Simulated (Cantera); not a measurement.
Feed: 1 mol Nb₂O₅, a varied amount of H₂, at 1623.15 K and 0.00300 bar.

These are equilibrium values from Cantera (NASA tables, ideal gas, pure condensed phases), not measurements of a reactor. Candidate condensed phases: H₂O, Nb, NbO, NbO₂, Nb₂O₅; 12 gas species. Mutual solubility and eutectic melting of coexisting phases are not modelled. NbO: taken at fixed stoichiometry. Condensed phases not in the tables: the oxides between NbO₂ and Nb₂O₅. Equilibrium is a limit: real reactors are often held back by kinetics, nucleation or transport.

Task: At 450 mol H₂, list the 3 most abundant gas species with their mole fractions, and the condensed phases.

Result: H₂ 0.996, H₂O 0.00282, H 0.00126. Condensed: NbO(s) + NbO₂(s).
